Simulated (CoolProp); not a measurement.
The fluid at 293.15 K and 0.287 MPa (stagnation) flows isentropically through a choked orifice. The same conditions are run with several fluids, on thermodynamics alone (safety and materials aside).

Computed with CoolProp (reference Helmholtz-energy equation of state of each fluid (carbonyl sulfide: Lemmon 2006; C2F6 (R116): Lemmon 2006; fluoroethane (R161): Wu 2012; carbon dioxide: Span 1996)).

**Question.** Rank carbonyl sulfide, C2F6 (R116), fluoroethane (R161), carbon dioxide by throat to inlet pressure ratio, highest first.

**Answer.** C2F6 (R116) (0.590), fluoroethane (R161) (0.572), carbonyl sulfide (0.553), carbon dioxide (0.544)

```tsv
fluid	mass flux (kg/(m² s))	throat temperature (K)
carbonyl sulfide	954	258.8
C2F6 (R116)	1360	280.5
fluoroethane (R161)	835	269.0
carbon dioxide	820	254.4
```
